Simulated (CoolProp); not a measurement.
Saturation properties of R1234ze(E).

Model: reference Helmholtz-energy equation of state, Thol 2016, in CoolProp.

```tsv
T (K)	p (kPa)	vapour density (kg/m³)	liquid viscosity (µPa s)	liquid conductivity (mW/(m K))
303.7	587.7	31.02	175	72.3
308.2	668.4	35.32	166	[?]
312.6	755.0	40.01	157	69.4
317.1	852.2	45.36	149	67.9
321.5	956.0	51.19	[?]	66.5
325.9	[?]	57.68	133	65.1
330.4	1195	65.10	126	63.7
334.8	1328	[?]	119	62.3
339.2	1472	82.37	112	[?]
343.7	1631	[?]	106	59.6
348.1	1799	104.7	[?]	58.3
352.6	1984	118.4	[?]	57.0
357	2179	134.0	87.7	55.7
361.4	2388	152.3	82.0	54.4
365.9	2618	174.9	76.1	53.1
```

Task: Fill in the missing entries.

Result: 
- 308.2, liquid conductivity (mW/(m K)): 70.8
- 321.5, liquid viscosity (µPa s): 141
- 325.9, p (kPa): 1069
- 334.8, vapour density (kg/m³): 73.24
- 339.2, liquid conductivity (mW/(m K)): 61.0
- 343.7, vapour density (kg/m³): 92.93
- 348.1, liquid viscosity (µPa s): 99.7
- 352.6, liquid viscosity (µPa s): 93.6

It boils at 254.2 K under 1 atm.

Viscosity comes from a separate model (Bell 2016), an estimate that may be off by 10 % or more. Thermal conductivity comes from a separate model (Perkins 2011).
